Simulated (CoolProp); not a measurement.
CH2F2 (R32) at 293.15 K and 1.25 MPa is compressed adiabatically to 2.39 MPa with isentropic efficiency 0.75. Each further row changes one setting.

Model: reference Helmholtz-energy equation of state, Tillner-Roth 1997, in CoolProp.

```json
[
 {"case": "as stated", "work (kJ/kg)": "[?]", "final temperature (K)": "[?]", "final density (kg/m³)": "[?]"},
 {"case": "efficiency 1", "work (kJ/kg)": "[?]", "final temperature (K)": "[?]", "final density (kg/m³)": "[?]"},
 {"case": "efficiency 0.65", "work (kJ/kg)": "[?]", "final temperature (K)": "345.9", "final density (kg/m³)": "53.3"}
]
```

Question: Complete the blanks.

Answer: 
- as stated, work (kJ/kg): 34.6
- as stated, final temperature (K): 341.8
- as stated, final density (kg/m³): 54.6
- efficiency 1, work (kJ/kg): 25.9
- efficiency 1, final temperature (K): 335.4
- efficiency 1, final density (kg/m³): 57.0
- efficiency 0.65, work (kJ/kg): 39.9
